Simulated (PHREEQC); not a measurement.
A solution holds 0.0025 mol/kgw Pb(NO3)2, 0.00027 mol/kgw CaCl2 and 4.6e-06 mol/kgw NaF, at 25 °C. Closed to the air; pH follows from the charge balance.

All values are PHREEQC results (ion-association model, wateq4f.dat), not measurements.

This is a speciation only: nothing precipitates in the calculation.

Question: Predict the pH.

Answer: pH 5.23.

Question: In which forms is Cl present?

Answer: Cl- 94 %, PbCl+ 6.0 % of the Cl.
